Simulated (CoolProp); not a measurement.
Vapour pressure (kPa) of isopentane: the reference equation beside estimates from Tc = 460.3 K, pc = 3378 kPa, ω = 0.227.

Values from CoolProp's reference Helmholtz-energy equation of state, Lemmon 2006. It is a short technical equation, of lower accuracy than the large ones.

```csv
T (K),reference,Lee-Kesler,Peng-Robinson
213.1,…,0.9990,1.141
228.8,3.254,3.076,…
244.5,8.424,…,8.650
260.2,19.09,18.45,19.37
275.9,38.85,37.96,39.09
291.7,72.67,71.70,…
307.4,125.9,125.2,125.6
323.1,205.2,205.3,204.4
```

What belongs in the gaps?


- 213.1, reference: 1.065
- 228.8, Peng-Robinson: 3.401
- 244.5, Lee-Kesler: 8.046
- 291.7, Peng-Robinson: 72.71

Absolute difference from the reference over all 8 rows, mean and median: Lee-Kesler 3.0 and 2.8 %, Peng-Robinson 2.1 and 1.0 %.
